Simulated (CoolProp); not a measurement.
Vapour-liquid equilibrium of dimethyl ether (1) + isobutane (2) at 326.4 K; x and y are mole fractions of (1).

Model: multi-fluid Helmholtz-energy mixture model, Wu 2011 and Bücker 2006; pair parameters Bell 2016, in CoolProp.

| x | bubble pressure, mixture model (MPa) | bubble pressure, Raoult's law (MPa) | y, mixture model | y, Raoult's law |
|---|---|---|---|---|
| 0.05 | 0.7906 | 0.7660 | 0.097 | 0.081 |
| 0.2 | 0.9177 | 0.8404 | 0.316 | 0.294 |
| 0.35 | 1.019 | 0.9147 | 0.473 | 0.473 |
| 0.5 | 1.098 | 0.9891 | 0.600 | 0.625 |
| 0.65 | 1.160 | 1.063 | 0.715 | 0.756 |
| 0.8 | 1.206 | 1.138 | 0.828 | 0.870 |
| 0.95 | 1.233 | 1.212 | 0.953 | 0.969 |

The largest gap from Raoult's law is +11.4 % in bubble pressure, at x = 0.35. No azeotrope shows between x = 0.05 and 0.95.

The pair parameters rest on a limited set of measurements; away from them the model extrapolates.
